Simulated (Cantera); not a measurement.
An isothermal, constant-pressure homogeneous reactor starts with 1.06 % CH4, 96.3 % H2, 2.67 % H, at 2200 K and 1400 Pa.

Detailed kinetics in Cantera: GRI-Mech 3.0 (53 species, 325 reactions). GRI-Mech 3.0 stops at C3 and has no aromatics, soot or wall deposition, so with more carbon than oxygen in the feed, carbon stays in small species such as C2H2 where larger ones or solid carbon would form. Radical loss at walls, strong at low pressure, is not modelled.

One state of this run: x CH4 = 0.00703; x H2 = 0.966; x H = 0.0232; x CH3 = 0.00318; x C2H6 = 5.85e-7. x: mole fraction; the columns are a selection and need not sum to one.

Question: Which value of t (s) does it belong to?
A) 1.50e-5
B) 0.00632
C) 0.356
D) 0.000112

Answer: D, 0.000112
